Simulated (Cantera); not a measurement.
Feed: 1 mol Si2H6, 0.11 mol HCl, 24 mol N2, held at 1598 K and 11.3 Torr.

These are equilibrium values from Cantera (NASA tables, ideal gas, pure condensed phases), not measurements of a reactor. Candidate condensed phases: NH4Cl, Si, Si3N4; 28 gas species. The feed counts by its element totals alone. Rates play no part.

**Question.** What is the equilibrium state?

**Answer.** x(N2): 0.879
x(H2): 0.116
x(HCl): 0.00418
x(H): 0.000148
x(SiCl2): 4.05e-5
x(Cl): 4.22e-6
n(Si3N4(s)): 0.666 mol
gas amount: 25.78 mol
log10 activity of Si(s) (absent): -1.11
